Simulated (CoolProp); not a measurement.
Vapour-liquid equilibrium of CH2F2 (R32) (1) + R227EA (2) at 1.94 bar; x and y are mole fractions of (1).

Values from CoolProp's multi-fluid Helmholtz-energy mixture model, Tillner-Roth 1997 and Lemmon 2016; pair parameters Bell 2016.

Problem. Give the bubble temperature and the first vapour's composition at x = 0.65, 0.725, 0.8. Is there an azeotrope?

Solution. x = 0.65: 240.8 K, y = 0.889; x = 0.725: 239.4 K, y = 0.912; x = 0.8: 238.2 K, y = 0.935. No azeotrope shows between x = 0.05 and 0.95.

Pair parameters are fitted to limited data, so mixtures are less certain than the pure fluids.
